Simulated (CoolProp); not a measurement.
Octamethylcyclotetrasiloxane (D4) along the isobar 0.101 MPa: density (kg/m³) from the reference equation and from simpler models built on Tc = 586.5 K, pc = 1.347 MPa, ω = 0.598; each cubic takes its own stable root.

The numbers come from the reference Helmholtz-energy equation of state, Thol 2015 in CoolProp.

```csv
T (K),phase,reference,ideal gas,van der Waals,Redlich-Kwong,Peng-Robinson
532,gas,7.050,6.773,[?],7.015,7.064
538.3,gas,6.955,6.694,6.886,6.925,6.969
544.6,gas,6.862,6.616,6.801,6.837,6.876
550.9,gas,6.773,6.540,6.718,6.751,6.787
557.1,gas,6.687,6.468,6.639,6.669,[?]
563.4,gas,6.603,6.395,6.560,6.588,6.617
569.7,gas,6.521,6.325,6.483,6.509,6.535
576,gas,6.441,6.255,6.407,6.432,6.455
582.3,gas,[?],6.188,6.334,6.356,6.377
588.6,gas,6.288,6.122,6.262,[?],6.301
594.9,gas,6.215,6.057,6.192,6.211,6.227
601.1,gas,6.144,5.994,6.125,6.143,6.156
607.4,gas,6.074,5.932,6.058,6.074,6.086
613.7,gas,6.006,5.871,5.993,6.008,6.017
620,gas,5.940,5.812,5.929,5.942,5.950
```

What belongs in the gaps?


- 532, van der Waals: 6.974
- 557.1, Peng-Robinson: 6.701
- 582.3, reference: 6.364
- 588.6, Redlich-Kwong: 6.283
